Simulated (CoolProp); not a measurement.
Properties of R142b along the isotherm 428.2 K (Tc = 410.3 K, pc = 4.055 MPa, ω = 0.232).

Values from CoolProp's reference Helmholtz-energy equation of state, Lemmon 2006. It is a short technical equation, of lower accuracy than the large ones.

```
p (MPa)          phase  density (kg/m³)  isothermal compressibility (1/MPa)  viscosity (µPa s)
-------  -------------  ---------------  ----------------------------------  -----------------
0.0321             gas           0.9082                               31.23               14.8
0.073              gas            2.072                               13.77               14.8
0.166              gas            4.744                               6.100               14.8
0.378              gas            10.98                               2.724               14.9
0.86               gas            25.99                               1.249               15.0
1.96               gas            65.92                              0.6211               15.6
4.45     supercritical            237.6                              0.5735               21.4
10.1     supercritical            763.1                             0.02705               75.6
```

Viscosity comes from a separate model (Huber 2003), an estimate that may be off by 10 % or more.
